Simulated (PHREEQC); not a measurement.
A solution holds 0.018 mol NaH2PO4 and 0.0023 mol H2SO4 per kg of water, at 20 °C. Closed to the air; pH follows from the charge balance.

Equilibrium calculation in PHREEQC: ion-association model, wateq4f.dat.

This is a speciation only: nothing precipitates in the calculation.

Order these S species by the share of S that they hold, largest first: NaSO4-, HSO4-, SO4-2.

SO4-2 (88 %), HSO4- (7.6 %), NaSO4- (4.4 %)

The pH is 2.83 and the ionic strength 0.0216 mol/kgw. H3PO4, which wateq4f.dat lacks, is added to it with the constant of phreeqc.dat.
